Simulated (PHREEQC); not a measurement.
A solution holds 0.16 mol HCl, 9.4e-05 mol ZnSO4 and 3.6e-05 mol MgSO4 per kg of water, at 25 °C. Closed to the air; pH follows from the charge balance.

Computed with PHREEQC (ion-association model, phreeqc.dat).

Each row changes one thing in this solution. This is a speciation only: nothing precipitates in the calculation.

```csv
case,pH,HSO4- (mol/kgw),Zn+2 (mol/kgw),SO4-2 (mol/kgw),ZnCl+ (mol/kgw),ZnCl2 (mol/kgw),SI of Zn(OH)2(e) (Zn(OH)2)
as made,0.89,0.000109,8.15e-5,2.08e-5,1.13e-5,9.77e-7,-14.31
HCl from 0.16 to 0.08 mol/kgw,1.18,9.94e-5,8.60e-5,[?],7.45e-6,[?],-13.61
0.024 mol/kgw CaCl2 added,0.90,9.41e-5,7.97e-5,2.05e-5,1.26e-5,[?],-14.36
diluted 2-fold with water,1.18,4.98e-5,4.30e-5,1.52e-5,3.73e-6,1.88e-7,-13.91
ZnSO4 from 9.4e-05 to 0.00047 mol/kgw,0.89,[?],0.000407,8.11e-5,5.61e-5,4.86e-6,-13.61
MgSO4 from 3.6e-05 to 3.6e-06 mol/kgw,0.89,8.20e-5,8.15e-5,[?],1.13e-5,9.77e-7,-14.31
```

Complete the blanks.


- HCl from 0.16 to 0.08 mol/kgw, SO4-2 (mol/kgw): 3.04e-5
- HCl from 0.16 to 0.08 mol/kgw, ZnCl2 (mol/kgw): 3.76e-7
- 0.024 mol/kgw CaCl2 added, ZnCl2 (mol/kgw): 1.29e-6
- ZnSO4 from 9.4e-05 to 0.00047 mol/kgw, HSO4- (mol/kgw): 0.000424
- MgSO4 from 3.6e-05 to 3.6e-06 mol/kgw, SO4-2 (mol/kgw): 1.56e-5

Complexes and solids missing from the database can't appear.
